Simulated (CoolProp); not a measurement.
Computed with CoolProp (reference Helmholtz-energy equation of state, Span 2000).

Task: Give the vapour pressure (kPa), vapour density (kg/m³), enthalpy of vaporisation (kJ/kg), vapour viscosity (µPa s) of saturated nitrogen at 115 K.

Result: 
```json
[
 {"T (K)": "115", "p (kPa)": "1940", "vapour density (kg/m³)": "87.3", "enthalpy of vaporisation (kJ/kg)": "116", "vapour viscosity (µPa s)": "9.44"}
]
```

Viscosity comes from a separate model (Lemmon 2004).
